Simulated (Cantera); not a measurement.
A closed system holds: 1 mol BCl₃, 0.068 mol H₂O, 1.9 mol H₂, at 1125 K and 55.0 mbar.

Method: chemical equilibrium by Gibbs-energy minimisation in Cantera with the NASA 1993 tables (ideal gas, pure condensed phases). Candidate condensed phases: B, B₂O₃, B₃O₃H₃, H₂O; 33 gas species. The tables' values for BCl₂, BOCl are old estimates; treat these amounts as uncertain. Gases not in the tables: BHCl₂. Kinetics and transport are ignored.

Base state: H₂ 0.555, BCl₃ 0.261, HCl 0.176, B₃O₃Cl₃ 0.00733, B₃O₃H₃ 7.15e-5, HBO 2.26e-5, BCl₂ 1.79e-5, BOCl 1.60e-5 (mole fractions); condensed: B(s).

### Question
What changes in the equilibrium state with this change: temperature from 1125 K to 1423.15 K?

### Answer
```
species     before     after
---------  -------  --------
H₂           0.555     0.447
HCl          0.176     0.349
BCl₃         0.261     0.193
B₂O₂       2.69e-8   7.42e-5
BCl        4.81e-7  0.000191
Cl         3.98e-8   1.21e-5
HBO₂       8.39e-8   1.76e-5
B(s), mol    0.134     0.319
```
The tables' values for BOCl, BCl₂, BCl are old estimates; treat these amounts as uncertain.
